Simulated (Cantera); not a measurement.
**Silicon oxide and oxynitride deposition: HMDSO + O₂**

A closed system holds: 1 mol HMDSO, a varied amount of O₂, at 573 K and 0.0683 Torr.

Cantera equilibrium calculation (NASA polynomials, part measured and part estimated; ideal gas, pure solids and liquids). Candidate condensed phases: C, C₆H₆, C₇H₈, C₈H₁₈, H₂O, Si, SiC, SiO₂; 123 gas species. The feed counts by its element totals alone. The numbers say what is thermodynamically allowed, not how fast it happens.

| n(O₂) (mol) | x H₂ | x H₂O | x CO₂ | x O₂ | x CO | x CH₄ | n C(graphite) | n SiC(s) | n SiO₂(α-quartz) |
|---|---|---|---|---|---|---|---|---|---|
| 0.92 | 0.982 | <1e-12 | <1e-12 | <1e-12 | <1e-12 | 0.0181 | 5.26 | 0.580 | 1.42 |
| 1.4 | 0.982 | <1e-12 | <1e-12 | <1e-12 | <1e-12 | 0.0181 | 5.74 | 0.100 | 1.90 |
| 2.2 | 0.872 | 0.0666 | 0.0361 | <1e-12 | 0.0116 | 0.0142 | 5.42 | 0 | 2.00 |
| 3.3 | 0.753 | 0.102 | 0.114 | <1e-12 | 0.0205 | 0.0106 | 4.51 | 0 | 2.00 |
| 5.1 | 0.619 | 0.118 | 0.227 | <1e-12 | 0.0290 | 0.00717 | 2.85 | 0 | 2.00 |
| 7.7 | 0.493 | 0.117 | 0.350 | <1e-12 | 0.0360 | 0.00455 | 0.324 | 0 | 2.00 |
| 12 | 1.62e-12 | 0.600 | 0.400 | <1e-12 | <1e-12 | <1e-12 | 0 | 0 | 2.00 |
| 18 | <1e-12 | 0.429 | 0.286 | 0.286 | <1e-12 | <1e-12 | 0 | 0 | 2.00 |
x: gas mole fraction; n: condensed amount in mol.

From 0.92 mol O₂ to 1.4 mol O₂ the condensed part is C(graphite) + SiC(s) + SiO₂(α-quartz). From 2.2 mol O₂ to 7.7 mol O₂ the condensed part is C(graphite) + SiO₂(α-quartz). From 12 mol O₂ to 18 mol O₂ the condensed part is SiO₂(α-quartz).
